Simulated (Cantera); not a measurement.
Feed: 1 mol NH₃, 0.053 mol SO₂, 0.43 mol H₂O, held at 1775 K and 1.00 bar.

Method: chemical equilibrium by Gibbs-energy minimisation in Cantera with the NASA 1993 tables (ideal gas, pure condensed phases). Candidate condensed phases: H₂O, H₂SO₄, S; 35 gas species. The numbers say what is thermodynamically allowed, not how fast it happens.

### Question
What is the equilibrium state?

### Answer
```
Item                                Result
-------------------------------  ---------
x(H₂)                                0.553
x(H₂O)                               0.220
x(N₂)                                0.205
x(H₂S)                              0.0191
x(SH)                             0.000885
x(S₂)                             0.000855
x(H)                              0.000215
x(SO₂)                             5.64e-5
x(SO)                              4.97e-5
gas amount                       2.434 mol
log10 activity of S(l) (absent)      -2.98
```
